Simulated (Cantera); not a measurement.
## Ignition delay

Mixture: 12.3 % CH3OH, 18.4 % O2, 69.3 % N2, at 0.860 bar, adiabatic and at constant pressure. Ignition delay is the time to a rise of 400 K.

Cantera simulation using GRI-Mech 3.0 (53 species, 325 reactions); the numbers are that mechanism's predictions, not measurements. GRI-Mech 3.0 was tuned for natural gas; its chemistry of methanol as a main component is partial and can be far from experiment.

| T0 (K) | delay (ms) |
|---|---|
| 1075 | 110 |
| 1175 | 16.7 |
| 1275 | 3.47 |
| 1375 | 0.949 |
| 1475 | 0.326 |
| 1575 | 0.135 |
| 1675 | 0.0642 |
| 1775 | 0.0339 |
| 1875 | 0.0195 |
| 1975 | 0.0120 |

```yaml
apparent activation energy between 1775 and 1975 K: 150 kJ/mol
```
